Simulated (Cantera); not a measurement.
What does this Cantera script print?

```python
import numpy as np
import cantera as ct

gas = ct.Solution("gri30.yaml")
gas.TPX = 1375, 1000000, {'CH4': 1, 'O2': 1.67, 'N2': 6.27, 'CO2': 0.49}
reactor = ct.IdealGasConstPressureReactor(gas, energy="on", clone=False)
net = ct.ReactorNet([reactor])
net.rtol, net.atol = 1e-08, 1e-16
show = ['CH4', 'O2', 'CO2', 'CO', 'HCO']
times = np.geomspace(2e-06, 0.1, 14)

steps = ct.SolutionArray(gas, extra=["t"])
rows = []
print(f"{'t/s':>10s}{'T/K':>9s}{'P/Pa':>11s}" + "".join(f"{s:>11s}" for s in show))
for t in times:
    while net.time < t:
        t_next = net.step()
        steps.append(gas.state, t=t_next)
    rows.append([np.interp(t, steps.t, y) for y in (steps.T, steps.P, *steps(*show).X.T)])
    print(f"{t:10.3e}{rows[-1][0]:9.1f}{rows[-1][1]:11.4g}" + "".join(f"{x:11.3e}" for x in rows[-1][2:]))
rate = np.gradient(steps.T, steps.t)
print("integrator steps:", len(steps.t))
if steps.T.max() > steps.T[0] + 200:
    print(f"time of steepest temperature rise: {steps.t[rate.argmax()]:.4e} s")
gas.TPX = 1375, 1000000, {'CH4': 1, 'O2': 1.67, 'N2': 6.27, 'CO2': 0.49}
gas.equilibrate("HP")
print(f"equilibrium (HP): T = {gas.T:.1f} K  " + "  ".join(f"{s} {gas[s].X[0]:.3e}" for s in show))
```

Output:

```
       t/s      T/K       P/Pa        CH4         O2        CO2         CO        HCO
 2.000e-06   1375.0      1e+06  1.060e-01  1.771e-01  5.196e-02  5.923e-11  3.551e-14
 4.597e-06   1375.0      1e+06  1.060e-01  1.771e-01  5.196e-02  2.277e-10  2.112e-13
 1.057e-05   1375.0      1e+06  1.060e-01  1.771e-01  5.196e-02  1.638e-09  1.464e-12
 2.429e-05   1375.0      1e+06  1.060e-01  1.771e-01  5.196e-02  2.379e-08  1.370e-11
 5.583e-05   1375.1      1e+06  1.060e-01  1.771e-01  5.196e-02  5.418e-07  1.565e-10
 1.283e-04   1375.8      1e+06  1.058e-01  1.769e-01  5.196e-02  9.088e-06  9.945e-10
 2.950e-04   1379.3      1e+06  1.049e-01  1.764e-01  5.196e-02  1.080e-04  5.339e-09
 6.780e-04   1433.8      1e+06  9.446e-02  1.683e-01  5.191e-02  3.499e-03  2.121e-07
 1.558e-03   2758.9      1e+06  2.445e-13  3.348e-03  8.879e-02  6.212e-02  1.891e-07
 3.582e-03   2757.0      1e+06  2.497e-13  3.269e-03  8.864e-02  6.226e-02  1.892e-07
 8.234e-03   2757.0      1e+06  2.497e-13  3.269e-03  8.864e-02  6.226e-02  1.892e-07
 1.893e-02   2757.0      1e+06  2.497e-13  3.269e-03  8.864e-02  6.226e-02  1.892e-07
 4.351e-02   2757.0      1e+06  2.497e-13  3.269e-03  8.864e-02  6.226e-02  1.892e-07
 1.000e-01   2757.0      1e+06  2.497e-13  3.269e-03  8.864e-02  6.226e-02  1.892e-07
integrator steps: 2236
time of steepest temperature rise: 7.7752e-04 s
equilibrium (HP): T = 2757.0 K  CH4 2.987e-13  O2 3.269e-03  CO2 8.864e-02  CO 6.226e-02  HCO 1.892e-07
```

Computed with Cantera and GRI-Mech 3.0 (53 species, 325 reactions).
